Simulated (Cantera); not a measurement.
A closed system holds: 1 mol SiCl₄, 0.04 mol CH₄, 250 mol H₂, held at 1952 °C and 0.133 bar.

Method: chemical equilibrium by Gibbs-energy minimisation in Cantera with the NASA 1993 tables (ideal gas, pure condensed phases). Candidate condensed phases: C, C₆H₆, C₇H₈, C₈H₁₈, Si, SiC; 109 gas species. The tables' values for SiCl are old estimates; treat these amounts as uncertain. Gases not in the tables: Si₂H₆ and higher silanes. Rates play no part.

Base state: H₂ 0.964, H 0.0174, HCl 0.0147, Si 0.00256, SiH 0.000387, SiCl₂ 0.000308, SiH₂ 0.000235, Cl 0.000193 (mole fractions); condensed: gas only.

**Question.** What changes in the equilibrium state with this change: H₂ from 250 to 120 mol?

**Answer.** 
| species | before | after |
|---|---|---|
| H₂ | 0.964 | 0.947 |
| HCl | 0.0147 | 0.0283 |
| H | 0.0174 | 0.0173 |
| SiCl₂ | 0.000308 | 0.00160 |
| Si | 0.00256 | 0.00351 |
| SiCl | 0.000157 | 0.000419 |
| Si₃ | 4.41e-6 | 1.14e-5 |
| Si(l), mol | 0 | 0.135 |
| SiC(s), mol | 0 | 0.00121 |
Mutual solubility and eutectic melting of coexisting phases are not modelled.

**Question.** What changes in the equilibrium state with this change: temperature from 1952 °C to 2127 °C?

**Answer.** 
| species | before | after |
|---|---|---|
| H₂ | 0.964 | 0.939 |
| H | 0.0174 | 0.0422 |
| HCl | 0.0147 | 0.0148 |
| Si | 0.00256 | 0.00313 |
| SiCl₂ | 0.000308 | 7.12e-5 |
| Si₂C | 9.73e-5 | 3.18e-5 |
| Cl | 0.000193 | 0.000473 |
| Si₂ | 3.13e-5 | 1.37e-5 |

**Question.** What changes in the equilibrium state with this change: SiCl₄ replaced by CH₃SiH₃?

**Answer.** 
| species | before | after |
|---|---|---|
| H₂ | 0.964 | 0.981 |
| H | 0.0174 | 0.0176 |
| Si | 0.00256 | 0.000869 |
| HCl | 0.0147 | 0 |
| SiCl₂ | 0.000308 | 0 |
| Cl | 0.000193 | 0 |
| SiCl | 0.000157 | 0 |
| C₂H₂ (acetylene) | 2.53e-5 | 0.000630 |
| SiC(s), mol | 0 | 0.688 |
The feed counts by its element totals alone.
